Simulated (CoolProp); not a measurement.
Properties of R404A along the isotherm 226.85 °C.

Model: reference Helmholtz-energy equation of state, Lemmon 2003, in CoolProp. It is a pseudo-pure fit of the blend.

```csv
p (MPa),phase,cv (kJ/(kg K)),Joule-Thomson coefficient (K/MPa),expansivity (1/kK)
1.56,gas,1.095,3.746,2.343
3.11,gas,1.103,…,2.723
4.67,supercritical,1.111,3.610,3.134
6.22,supercritical,1.118,3.458,3.547
7.78,supercritical,1.124,3.245,3.934
9.34,supercritical,1.130,2.978,4.250
10.9,supercritical,1.134,2.674,4.460
12.4,supercritical,1.137,…,4.546
14,supercritical,1.140,2.044,4.520
15.6,supercritical,…,1.746,4.403
17.1,supercritical,1.144,1.497,4.241
18.7,supercritical,…,1.267,4.040
```

Question: What belongs in the gaps?

Answer: 
- 3.11, Joule-Thomson coefficient (K/MPa): 3.704
- 12.4, Joule-Thomson coefficient (K/MPa): 2.366
- 15.6, cv (kJ/(kg K)): 1.142
- 18.7, cv (kJ/(kg K)): 1.145
